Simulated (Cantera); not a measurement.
Input: 1 mol SiHCl3, 0.32 mol Cl2, 16 mol N2, 2.3 mol HCl, held at 13.3 mbar.

These are equilibrium values from Cantera (NASA tables, ideal gas, pure condensed phases), not measurements of a reactor. Candidate condensed phases: NH4Cl, Si, Si3N4; 28 gas species. N2 is the only nitrogen source here; it is nearly inert below about 1500 K, so the nitride shown seldom forms there in practice. The numbers say what is thermodynamically allowed, not how fast it happens.

Task: Which condensed phases are stable at each of these points (T (°C)): 600, 650, 700, 750, 800, 850, 900, 950, 1000, 1050, 1100, 1150, 1200, 1250?

Result: 
| T (°C) | condensed phases | Si condensed (%) |
|---|---|---|
| 600 | Si3N4(s) | 9.4 |
| 650 | Si3N4(s) | 11.0 |
| 700 | Si3N4(s) | 12.3 |
| 750 | Si3N4(s) | 13.4 |
| 800 | Si3N4(s) | 14.4 |
| 850 | Si3N4(s) | 15.0 |
| 900 | Si3N4(s) | 15.3 |
| 950 | Si3N4(s) | 14.9 |
| 1000 | Si3N4(s) | 13.1 |
| 1050 | Si3N4(s) | 8.7 |
| 1100 | gas only | 0.0 |
| 1150 | gas only | 0.0 |
| 1200 | gas only | 0.0 |
| 1250 | gas only | 0.0 |

From 600 °C to 1050 °C the condensed part is Si3N4(s). From 1100 °C to 1250 °C nothing is condensed.
